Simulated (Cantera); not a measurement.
A diamond (100) surface in a fixed gas of H2 with x(CH4) = 0.011, x(H) = 0.00043, x(CH3) = 1.8e-05, at 948 K; coverages are run to steady state.

Computed with Cantera and the Harris–Goodwin 1993 mechanism for the reconstructed diamond (100) surface.

One state of this run: growth (µm/h) = 0.108; θ c6HH = 0.633; θ c6H* = 0.0135; θ c6*H = 0.321; θ c6** = 0.00568; θ c6HM = 0.0207. θ: site fractions in the mechanism's names (c6HH fully hydrogenated, c6H* and c6*H radical sites, c6** diradical, c6HM methylated).

Question: Which value of P (Pa) does it belong to?
A. 2000
B. 37000
C. 23000
D. 8600

Answer: A, 2000
